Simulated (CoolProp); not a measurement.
c-C4F8 (RC318) along the isotherm 149.95 °C: Z from the reference equation and from simpler models built on Tc = 115.2 °C, pc = 27.78 bar, ω = 0.355; each cubic takes its own stable root.

Model: reference Helmholtz-energy equation of state, Platzer 1990, in CoolProp. This equation is an older, rougher fit; its heat capacities, sound speeds and derivatives of the liquid may be far off and weren't checked against measurements.

```csv
p (bar),phase,reference
0.439,gas,0.9961
0.999,gas,0.9912
2.27,gas,0.9798
5.18,gas,0.9532
11.8,gas,0.8888
26.8,gas,0.7164
61,supercritical,0.4133
139,supercritical,0.6960
```

Task: How far does each simpler model (Soave-Redlich-Kwong, Peng-Robinson) lie from the reference over these 8 states: mean and median of the absolute difference, and the worst?

Result: 
- Soave-Redlich-Kwong: mean 2.5 %, median 0.1 %, worst +13.9 % at 149.95 °C and 61 bar
- Peng-Robinson: mean 2.0 %, median 1.2 %, worst +5.2 % at 149.95 °C and 61 bar
